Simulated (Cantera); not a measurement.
## Equilibrium for chlorosilane synthesis and conversion: SiCl₄ + HCl + H₂

Feed: 1 mol SiCl₄, 0.76 mol HCl, 16 mol H₂, held at 1348.15 K and 0.130 bar.

These are equilibrium values from Cantera (NASA tables, ideal gas, pure condensed phases), not measurements of a reactor. Candidate condensed phases: Si; 19 gas species. The tables' values for SiCl₃ are old estimates; treat these amounts as uncertain. Kinetics and transport are ignored.

| Quantity | Result |
|---|---|
| x(H₂) | 0.836 |
| x(HCl) | 0.109 |
| x(SiCl₂) | 0.0264 |
| x(SiCl₄) | 0.0135 |
| x(SiCl₃) | 0.00843 |
| x(SiHCl₃) | 0.00588 |
| x(SiH₂Cl₂) | 0.000372 |
| x(SiH₃Cl) | 6.70e-6 |
| x(H) | 5.88e-6 |
| gas amount | 18.32 mol |
| log10 activity of Si(s) (absent) | -0.18 |
